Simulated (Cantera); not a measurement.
Equilibrium for silicon etching in halogen gases: Si + NF3 + H2 + Cl2

A closed system holds: 1 mol Si, 0.53 mol NF3, 1.4 mol H2, 3.6 mol Cl2, equilibrated at 0.0900 Torr.

Cantera equilibrium calculation (NASA polynomials, part measured and part estimated; ideal gas, pure solids and liquids). Candidate condensed phases: NH4Cl, Si, Si3N4; 49 gas species. The tables' values for SiCl3, SiF3 are old estimates; treat these amounts as uncertain. Equilibrium is a limit: real reactors are often held back by kinetics, nucleation or transport.

```csv
T (K),x HCl,x Cl,x Cl2,x SiCl4,x SiF4,x N2,x HF
825,0.553,0.000664,0.196,0.119,0.0785,0.0524,0.000110
925,0.552,0.00465,0.194,0.119,0.0783,0.0522,0.000278
1025,0.547,0.0219,0.184,0.118,0.0776,0.0518,0.000581
1125,0.532,0.0732,0.153,0.115,0.0754,0.0505,0.00104
1225,0.504,0.171,0.0943,0.109,0.0714,0.0479,0.00165
1325,0.477,0.268,0.0362,0.104,0.0674,0.0453,0.00241
1425,0.463,0.313,0.00995,0.100,0.0653,0.0442,0.00340
```
x: gas mole fraction; nothing condenses.

From 825 K to 1425 K nothing is condensed. The main Si-bearing gas is SiCl4 throughout.
